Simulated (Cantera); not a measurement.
**Thermodynamics of carbothermic reduction, feed Cu2O + CH4 + H2**

Input: 1 mol Cu2O, 2.8 mol CH4, 0.15 mol H2, at 1330 Pa.

These are equilibrium values from Cantera (NASA tables, ideal gas, pure condensed phases), not measurements of a reactor. Candidate condensed phases: C, C6H6, C7H8, C8H18, Cu, CuO, Cu(OH)2, Cu2O, H2O; 113 gas species. Rates play no part.

```json
[
 {"T (K)": "900", "log p H2": "-1.95", "log p CO": "-2.72", "log p H2O": "-4.28", "log p CH4": "-4.40", "log p Cu": "-12.74", "log p CO2": "-4.70", "n C(graphite)": "1.82", "n Cu(s)": "2.00", "n Cu(l)": "0"},
 {"T (K)": "1000", "log p H2": "-1.95", "log p CO": "-2.71", "log p H2O": "-5.05", "log p CH4": "-4.91", "log p Cu": "-10.81", "log p CO2": "-5.66", "n C(graphite)": "1.80", "n Cu(s)": "2.00", "n Cu(l)": "0"},
 {"T (K)": "1100", "log p H2": "-1.94", "log p CO": "-2.70", "log p H2O": "-5.70", "log p CH4": "-5.33", "log p Cu": "-9.23", "log p CO2": "-6.46", "n C(graphite)": "1.80", "n Cu(s)": "2.00", "n Cu(l)": "0"},
 {"T (K)": "1200", "log p H2": "-1.94", "log p CO": "-2.70", "log p H2O": "-6.24", "log p CH4": "-5.69", "log p Cu": "-7.91", "log p CO2": "-7.13", "n C(graphite)": "1.80", "n Cu(s)": "2.00", "n Cu(l)": "0"},
 {"T (K)": "1300", "log p H2": "-1.94", "log p CO": "-2.70", "log p H2O": "-6.69", "log p CH4": "-5.99", "log p Cu": "-6.80", "log p CO2": "-7.70", "n C(graphite)": "1.80", "n Cu(s)": "2.00", "n Cu(l)": "0"},
 {"T (K)": "1400", "log p H2": "-1.94", "log p CO": "-2.70", "log p H2O": "-7.08", "log p CH4": "-6.25", "log p Cu": "-5.87", "log p CO2": "-8.17", "n C(graphite)": "1.80", "n Cu(s)": "0", "n Cu(l)": "2.00"},
 {"T (K)": "1500", "log p H2": "-1.95", "log p CO": "-2.70", "log p H2O": "-7.41", "log p CH4": "-6.48", "log p Cu": "-5.08", "log p CO2": "-8.59", "n C(graphite)": "1.80", "n Cu(s)": "0", "n Cu(l)": "2.00"},
 {"T (K)": "1600", "log p H2": "-1.95", "log p CO": "-2.71", "log p H2O": "-7.71", "log p CH4": "-6.68", "log p Cu": "-4.40", "log p CO2": "-8.95", "n C(graphite)": "1.80", "n Cu(s)": "0", "n Cu(l)": "1.98"}
]
```
log p: log10 of the partial pressure in bar; n: condensed amount in mol.

From 900 K to 1300 K the condensed part is C(graphite) + Cu(s). From 1400 K to 1600 K the condensed part is C(graphite) + Cu(l).
